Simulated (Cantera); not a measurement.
Charge: 1 mol PbO, 60 mol H2.

These are equilibrium values from Cantera (NASA tables, ideal gas, pure condensed phases), not measurements of a reactor. Candidate condensed phases: H2O, Pb, PbO, PbO2, Pb3O4; 12 gas species. The numbers say what is thermodynamically allowed, not how fast it happens.

Question: What condenses at these points (T in K, P in Pa): (1048, 52); (1123, 37000); (898, 270); (1498, 52); (1348, 10)?

Answer: 
```tsv
T (K)	P in Pa	condensed phases	Pb condensed (%)
1048	52	gas only	0.0
1123	37000	Pb	97.0
898	270	Pb	97.1
1498	52	gas only	0.0
1348	10	gas only	0.0
```
